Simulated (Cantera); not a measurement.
Charge: 1 mol Fe(CO)5, 0.055 mol O2, 1.4 mol N2, at 10000 Pa.

These are equilibrium values from Cantera (NASA tables, ideal gas, pure condensed phases), not measurements of a reactor. Candidate condensed phases: C, Fe, Fe(CO)5, FeO, Fe2O3, Fe3O4; 27 gas species. The numbers say what is thermodynamically allowed, not how fast it happens.

Question: Which condensed phases are stable at each of these points (T (°C)): 775, 825, 875, 925, 975, 1025, 1075, 1125, 1175, 1225, 1275, 1325?

Answer: 
| T (°C) | condensed phases | Fe condensed (%) |
|---|---|---|
| 775 | Fe(α) | 100.0 |
| 825 | Fe(α) | 100.0 |
| 875 | Fe(α) | 100.0 |
| 925 | Fe(γ) | 100.0 |
| 975 | Fe(γ) | 100.0 |
| 1025 | Fe(γ) | 100.0 |
| 1075 | Fe(γ) | 100.0 |
| 1125 | Fe(γ) | 100.0 |
| 1175 | Fe(γ) | 100.0 |
| 1225 | Fe(γ) | 100.0 |
| 1275 | Fe(γ) | 100.0 |
| 1325 | Fe(γ) | 100.0 |

From 775 °C to 875 °C the condensed part is Fe(α). From 925 °C to 1325 °C the condensed part is Fe(γ).
